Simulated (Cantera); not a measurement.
Cantera run, input and output.

```python
import numpy as np
import cantera as ct

gas = ct.Solution("gri30.yaml")
gas.TPX = 350, 160000, {'CH4': 1, 'O2': 1.67, 'N2': 10.5}
inlet = ct.Reservoir(gas, clone=True)
gas.equilibrate("HP")  # start burning
reactor = ct.IdealGasConstPressureReactor(gas, energy="on", clone=False)
exhaust = ct.Reservoir(gas, clone=True)
tau = [0.12, 0.053, 0.023, 0.0099, 0.0043, 0.0019, 0.00081, 0.00035, 0.00015, 6.7e-05, 2.9e-05, 1.3e-05][0]
for a, b in ((inlet, reactor), (reactor, exhaust)):
    ct.MassFlowController(a, b, mdot=lambda t: reactor.mass / tau)
net = ct.ReactorNet([reactor])
show = ['CH4', 'O2', 'C2H2', 'H', 'H2O', 'HCN', 'CH3']

rows = []
print(f"{'tau/s':>10s}{'T/K':>9s}" + "".join(f"{s:>11s}" for s in show))
for tau in [0.12, 0.053, 0.023, 0.0099, 0.0043, 0.0019, 0.00081, 0.00035, 0.00015, 6.7e-05, 2.9e-05, 1.3e-05]:
    net.initial_time = 0.0
    net.advance(30 * tau)
    before = gas.X
    net.advance(40 * tau)
    drift = np.max(np.abs(gas.X - before) / (gas.X + 1e-9))
    rows.append([gas.T, *gas[show].X, drift])
    print(f"{tau:10.3e}{gas.T:9.1f}" + "".join(f"{x:11.3e}" for x in gas[show].X))
```

It prints:

```
     tau/s      T/K        CH4         O2       C2H2          H        H2O        HCN        CH3
 1.200e-01   1688.5  1.433e-03  1.022e-03  5.488e-04  6.845e-05  1.276e-01  9.873e-06  9.879e-05
 5.300e-02   1680.2  1.506e-03  1.630e-03  5.582e-04  9.599e-05  1.274e-01  1.119e-05  1.358e-04
 2.300e-02   1666.4  1.643e-03  2.642e-03  5.318e-04  1.352e-04  1.270e-01  1.167e-05  1.855e-04
 9.900e-03   1641.0  1.989e-03  4.564e-03  4.790e-04  1.813e-04  1.261e-01  9.632e-06  2.522e-04
 4.300e-03    350.0  7.593e-02  1.268e-01  4.180e-18  8.626e-35  1.809e-15  8.172e-20  1.137e-21
 1.900e-03    350.0  7.593e-02  1.268e-01  8.386e-22 -4.699e-37  3.629e-19  1.640e-23  2.281e-25
 8.100e-04    350.0  7.593e-02  1.268e-01  5.297e-23 -1.299e-38  2.293e-20  1.036e-24  1.441e-26
 3.500e-04    350.0  7.593e-02  1.268e-01  3.346e-24  3.419e-39  1.448e-21  6.542e-26  9.101e-28
 1.500e-04    350.0  7.593e-02  1.268e-01  2.114e-25  1.732e-39  9.147e-23  4.132e-27  5.753e-29
 6.700e-05    350.0  7.593e-02  1.268e-01  1.335e-26 -3.223e-40  5.778e-24  2.610e-28  3.652e-30
 2.900e-05    350.0  7.593e-02  1.268e-01  8.433e-28 -2.092e-41  3.650e-25  1.649e-29  2.383e-31
 1.300e-05    350.0  7.593e-02  1.268e-01  5.327e-29  1.431e-42  2.305e-26  1.041e-30  1.848e-32
```

Computed with Cantera and GRI-Mech 3.0 (53 species, 325 reactions).
